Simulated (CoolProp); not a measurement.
Properties of ethanol at several states (Tc = 514.7 K, pc = 62.68 bar, ω = 0.644).

Values from CoolProp's reference Helmholtz-energy equation of state, Schroeder 2014.

```tsv
T (K)	p (bar)	phase	speed of sound (m/s)	Joule-Thomson coefficient (K/MPa)	isothermal compressibility (1/MPa)	viscosity (µPa s)	Prandtl number
373.4	221	liquid	1063	-0.2399	0.001437	389	7.33
253.6	2.91	liquid	1304	-0.4187	0.0008670	2890	35.5
498.8	31.3	gas	264.9	12.87	0.4345	15.4	1.04
277.4	1.13	liquid	1213	-0.3857	0.001014	1660	22.5
316.5	0.302	liquid	1081	-0.3189	0.001325	772	12.5
192.5	0.136	liquid	1559	-0.4698	0.0005924	19500	191
```

Viscosity comes from a separate model (Kiselev 2005). Thermal conductivity comes from a separate model (Assael 2013).
